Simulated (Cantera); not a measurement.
A closed system holds: 1 mol Fe2O3, 0.028 mol Cl2, equilibrated at 0.100 bar.

These are equilibrium values from Cantera (NASA tables, ideal gas, pure condensed phases), not measurements of a reactor. Candidate condensed phases: Fe, FeCl2, FeCl3, FeO, Fe2O3, Fe3O4; 13 gas species. Rates play no part. All values below are at 952 °C.

Base state: Cl2 0.549, FeCl3 0.212, O2 0.188, FeCl2 0.0369, Cl 0.0143, Fe2Cl6 0.000455, ClO 7.35e-5, Fe2Cl4 6.72e-5 (mole fractions); condensed: Fe2O3(s).

Task: What changes in the equilibrium state with this change: pressure from 0.100 bar to 0.280 bar?

Result: 
```json
[
 {"species": "Cl2", "before": "0.549", "after": "0.599"},
 {"species": "FeCl3", "before": "0.212", "after": "0.202"},
 {"species": "O2", "before": "0.188", "after": "0.169"},
 {"species": "FeCl2", "before": "0.0369", "after": "0.0201"},
 {"species": "Cl", "before": "0.0143", "after": "0.00892"},
 {"species": "Fe2Cl6", "before": "0.000455", "after": "0.00116"},
 {"species": "Fe2Cl4", "before": "6.72e-5", "after": "5.60e-5"},
 {"species": "ClO", "before": "7.35e-5", "after": "7.28e-5"},
 {"species": "Fe2O3(s), mol", "before": "0.996", "after": "0.997"}
]
```
